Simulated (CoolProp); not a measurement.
Properties of fluorine along the isobar 200 bar (Tc = 144.4 K, pc = 52.40 bar, ω = 0.045).

Computed with CoolProp (reference Helmholtz-energy equation of state, de Reuck 1990).

```csv
T (K),phase,density (kg/m³),cv (kJ/(kg K)),speed of sound (m/s),Joule-Thomson coefficient (K/MPa),fugacity coefficient
105.2,liquid,1424,0.7669,782.1,-0.2476,0.05216
111.8,liquid,1380,0.7497,738.8,-0.2215,0.07702
118.5,liquid,1334,0.7355,693.7,-0.1890,0.1082
125.1,liquid,1287,0.7242,648.5,-0.1495,0.1445
131.7,liquid,1238,0.7150,603.0,-0.09994,0.1858
138.4,liquid,1186,0.7074,557.1,-0.03613,0.2320
145,supercritical,1131,0.7015,512.9,0.04386,0.2806
151.6,supercritical,1074,0.6969,470.5,0.1449,0.3313
158.2,supercritical,1014,0.6932,431.1,0.2701,0.3829
164.9,supercritical,949.0,0.6900,395.7,0.4230,0.4351
171.5,supercritical,883.2,0.6870,366.2,0.5955,0.4852
178.1,supercritical,816.8,0.6836,342.7,0.7792,0.5330
184.8,supercritical,751.8,0.6796,325.0,0.9579,0.5786
191.4,supercritical,692.6,0.6756,313.2,1.106,0.6202
198,supercritical,639.9,0.6716,305.8,1.217,0.6583
```
